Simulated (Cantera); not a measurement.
What does this Cantera script print?

```python
import numpy as np
import cantera as ct

gas_names = """
    C CO CO2 C2 C2O C3 C3O2 C4 C5 O O2 O3 Ti TiO TiO2
""".split()
cond_names = """
    C(gr) Ti(a) Ti(b) Ti(L) TiC(s) TiC(L) TiO(a) TiO(b) TiO(L) TiO2(ru) TiO2(L) Ti2O3(a) Ti2O3(b)
    Ti2O3(L) Ti3O5(a) Ti3O5(b) Ti3O5(L) Ti4O7(s) Ti4O7(L)
""".split()


# ... load() reads the species with a 1 bar reference pressure and builds the phases ...
atoms = {
    'TiO2': {'Ti': 1, 'O': 2},
    'C': {'C': 1},
    'CO': {'C': 1, 'O': 1},
}
top_T = {'C(gr)': 4500}  # K; cautious upper limits of use, not melting points


# ... equilibrate(T, P, feed) seeds the gas with the atoms and calls Mixture.equilibrate('TP', solver="vcs", rtol=1e-11, max_steps=5000) ...
results = []
T = 1925  # K
P = 180  # Pa
for m in [0.32, 0.39, 0.47, 0.57, 0.68, 0.82, 0.99, 1.2, 1.4]:
    feed = {'TiO2': 1, 'C': m, 'CO': 0.17}  # mol
    mix = equilibrate(T, P, feed)
    results.append((T, P, feed, dict(zip(mix.species_names, mix.species_moles))))

top = {s: max(r[3][s] / sum(r[3][g] for g in gas_names) for r in results) for s in gas_names}
cols = sorted((s for s in top if top[s] > 1e-06), key=lambda s: -top[s])[:5]
seen = [c for c in cond_names if any(r[3].get(c, 0) > 1e-12 for r in results)]
print("log10 of partial pressures in bar; condensed amounts in mol")
print(f"{'n(C)':>10s}" + "".join(f"{s[:9]:>10s}" for s in cols + seen))
for T, P, feed, n in results:
    ng = sum(n[g] for g in gas_names)
    print(f"{feed['C']:10.4g}" + "".join(f"{np.log10(max(n[s] / ng * P / 1e5, 1e-99)):10.3f}" for s in cols)
          + "".join(f"{n.get(c, 0):10.4g}" for c in seen))
```

Result:

```
log10 of partial pressures in bar; condensed amounts in mol
      n(C)        CO       CO2       TiO      TiO2        Ti    TiC(s)    TiO(b)  Ti2O3(b)  Ti3O5(b)  Ti4O7(s)
      0.32    -2.754    -4.443    -8.293    -7.369   -12.089         0         0         0    0.3192   0.01056
      0.39    -2.745    -5.959    -7.276    -7.877    -9.549         0         0     0.171    0.2193         0
      0.47    -2.745    -5.959    -7.276    -7.877    -9.549         0         0    0.4111   0.05923         0
      0.57    -2.745    -7.084    -6.714    -8.440    -7.861         0      0.14      0.43         0         0
      0.68    -2.745    -7.084    -6.714    -8.440    -7.861         0      0.36      0.32         0         0
      0.82    -2.745    -7.084    -6.714    -8.440    -7.861         0      0.64      0.18         0         0
      0.99    -2.745    -7.084    -6.714    -8.440    -7.861         0      0.98  0.009953         0         0
       1.2    -2.745    -7.546    -6.714    -8.902    -7.399       0.1    0.8998         0         0         0
       1.4    -2.745    -7.546    -6.714    -8.902    -7.399       0.2    0.7998         0         0         0
```

These are equilibrium values from Cantera (NASA tables, ideal gas, pure condensed phases), not measurements of a reactor. Mutual solubility and eutectic melting of coexisting phases are not modelled. TiC, TiO: taken at fixed stoichiometry. Condensed phases not in the tables: Magnéli phases beyond Ti4O7, solid solutions among these carbides, nitrides and lower oxides.
